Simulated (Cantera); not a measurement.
Input (Python, Cantera):

```python
import numpy as np
import cantera as ct

gas = ct.Solution("gri30.yaml")
gas.TPX = 1575, 1200000, {'C3H8': 1, 'O2': 13.2, 'N2': 49.5}
reactor = ct.IdealGasReactor(gas, energy="on", clone=False)
net = ct.ReactorNet([reactor])
net.rtol, net.atol = 1e-08, 1e-16
show = ['C3H8', 'O2', 'C2H6', 'CH3', 'HCO']
times = np.geomspace(8e-06, 2, 15)

steps = ct.SolutionArray(gas, extra=["t"])
rows = []
print(f"{'t/s':>10s}{'T/K':>9s}{'P/Pa':>11s}" + "".join(f"{s:>11s}" for s in show))
for t in times:
    while net.time < t:
        t_next = net.step()
        steps.append(gas.state, t=t_next)
    rows.append([np.interp(t, steps.t, y) for y in (steps.T, steps.P, *steps(*show).X.T)])
    print(f"{t:10.3e}{rows[-1][0]:9.1f}{rows[-1][1]:11.4g}" + "".join(f"{x:11.3e}" for x in rows[-1][2:]))
rate = np.gradient(steps.T, steps.t)
print("integrator steps:", len(steps.t))
if steps.T.max() > steps.T[0] + 200:
    print(f"time of steepest temperature rise: {steps.t[rate.argmax()]:.4e} s")
gas.TPX = 1575, 1200000, {'C3H8': 1, 'O2': 13.2, 'N2': 49.5}
gas.equilibrate("UV")
print(f"equilibrium (UV): T = {gas.T:.1f} K  " + "  ".join(f"{s} {gas[s].X[0]:.3e}" for s in show))
```

It prints:

```
       t/s      T/K       P/Pa       C3H8         O2       C2H6        CH3        HCO
 8.000e-06   1869.7  1.469e+06  1.625e-04  1.702e-01  8.828e-05  6.961e-04  4.827e-05
 1.944e-05   2569.9  1.996e+06  2.372e-41  1.250e-01  8.359e-28  3.167e-14  8.031e-10
 4.723e-05   2576.1      2e+06  1.056e-44  1.248e-01  2.160e-30  1.552e-15  5.495e-10
 1.148e-04   2574.2  1.999e+06  2.573e-49  1.244e-01  2.208e-34  5.999e-18  5.410e-10
 2.788e-04   2570.1  1.995e+06 -1.767e-49  1.235e-01  5.312e-35  4.402e-18  5.221e-10
 6.775e-04   2561.6  1.989e+06  7.921e-51  1.218e-01  3.936e-35  3.919e-18  4.858e-10
 1.646e-03   2548.6  1.978e+06  5.185e-51  1.192e-01  2.981e-35  3.272e-18  4.341e-10
 4.000e-03   2537.2  1.969e+06  3.615e-51  1.170e-01  2.326e-35  2.786e-18  3.931e-10
 9.719e-03   2534.0  1.966e+06  3.260e-51  1.163e-01  2.167e-35  2.660e-18  3.822e-10
 2.362e-02   2533.9  1.966e+06  3.250e-51  1.163e-01  2.162e-35  2.657e-18  3.818e-10
 5.738e-02   2533.9  1.966e+06  3.250e-51  1.163e-01  2.162e-35  2.657e-18  3.818e-10
 1.394e-01   2533.9  1.966e+06  3.250e-51  1.163e-01  2.162e-35  2.657e-18  3.818e-10
 3.388e-01   2533.9  1.966e+06  3.250e-51  1.163e-01  2.162e-35  2.657e-18  3.818e-10
 8.231e-01   2533.9  1.966e+06  3.250e-51  1.163e-01  2.162e-35  2.657e-18  3.818e-10
 2.000e+00   2533.9  1.966e+06  3.250e-51  1.163e-01  2.162e-35  2.657e-18  3.818e-10
integrator steps: 1683
time of steepest temperature rise: 8.3204e-06 s
equilibrium (UV): T = 2533.9 K  C3H8 6.138e-51  O2 1.163e-01  C2H6 3.897e-35  CH3 3.932e-18  HCO 3.818e-10
```

Detailed kinetics in Cantera: GRI-Mech 3.0 (53 species, 325 reactions). GRI-Mech 3.0 was tuned for natural gas; its chemistry of propane as a main component is partial and can be far from experiment. The pressure lies above the range GRI-Mech 3.0 was tuned for (to about 10 atm).
